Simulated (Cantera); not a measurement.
**Moist CO burnout**

An isothermal, constant-pressure homogeneous reactor starts with 0.739 % CO, 0.256 % O2, 0.463 % H2O, 98.5 % N2, equivalence ratio 1.4, at 1000 K and 2.57 atm.

Cantera simulation using GRI-Mech 3.0 (53 species, 325 reactions); the numbers are that mechanism's predictions, not measurements.

```
t (s)        x CO     x O2    x H2O     x N2O       x O      x NO    x H2O2
--------  -------  -------  -------  --------  --------  --------  --------
1.00e-6   0.00739  0.00256  0.00463    <1e-12    <1e-12    <1e-12    <1e-12
2.90e-6   0.00739  0.00256  0.00463    <1e-12    <1e-12    <1e-12    <1e-12
8.42e-6   0.00739  0.00256  0.00463    <1e-12    <1e-12    <1e-12    <1e-12
2.44e-5   0.00739  0.00256  0.00463    <1e-12  1.28e-12    <1e-12    <1e-12
7.09e-5   0.00739  0.00256  0.00463    <1e-12  3.63e-12    <1e-12    <1e-12
0.000206  0.00739  0.00256  0.00463    <1e-12  9.96e-12    <1e-12    <1e-12
0.000597  0.00739  0.00256  0.00463    <1e-12  2.51e-11    <1e-12    <1e-12
0.00173   0.00739  0.00256  0.00463    <1e-12  5.23e-11    <1e-12    <1e-12
0.00503   0.00739  0.00256  0.00463    <1e-12  8.42e-11    <1e-12    <1e-12
0.0146    0.00739  0.00256  0.00463  1.23e-12  1.72e-10    <1e-12    <1e-12
0.0423    0.00739  0.00256  0.00463  1.44e-11   1.32e-9    <1e-12  2.23e-11
0.123     0.00737  0.00255  0.00463   1.74e-9   6.71e-8    <1e-12   8.26e-8
0.356     0.00715  0.00245  0.00462   1.80e-8   8.53e-8  5.15e-12   1.45e-7
1.03      0.00647  0.00212  0.00460   6.50e-8   8.46e-8  4.82e-11   1.56e-7
3.00      0.00477  0.00128  0.00459   1.75e-7   6.65e-8  3.89e-10   1.06e-7
```
x: mole fraction; the columns are a selection and need not sum to one.

Equilibrium at this temperature and pressure: CO 0.00124, O2 <1e-12, H2O 0.00361, N2O <1e-12, O <1e-12, NO <1e-12, H2O2 <1e-12 (gas phase only).
